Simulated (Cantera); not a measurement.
An isothermal, constant-pressure homogeneous reactor starts with H2 : O2 = 0.012 : 1 (molar parts), at 998 K and 2670 Pa. Integrator tolerance rtol = 1e-08.

Computed with Cantera and the H2/O2 subset of GRI-Mech 3.0, which has no nitrogen chemistry. Radical loss at walls, strong at low pressure, is not modelled.

Task: What does this change do: pressure from 2670 Pa to 110 Pa?

Result: 
```json
[
 {"quantity": "x(H2) at 5.00 s", "before": "3.81e-9 (gas-phase equilibrium 6.09e-12)", "after": "3.59e-5 (gas-phase equilibrium 3.00e-11)"},
 {"quantity": "x(O2) at 5.00 s", "before": "0.988 (gas-phase equilibrium 0.988)", "after": "0.982 (gas-phase equilibrium 0.988)"},
 {"quantity": "x(HO2) at 5.00 s", "before": "7.68e-9 (gas-phase equilibrium 4.02e-10)", "after": "1.79e-7 (gas-phase equilibrium 1.81e-10)"},
 {"quantity": "x(OH) at 5.00 s", "before": "3.12e-6 (gas-phase equilibrium 1.40e-7)", "after": "0.000331 (gas-phase equilibrium 3.10e-7)"},
 {"quantity": "x(H2O) at 5.00 s", "before": "0.0119 (gas-phase equilibrium 0.0119)", "after": "0.0115 (gas-phase equilibrium 0.0119)"}
]
```
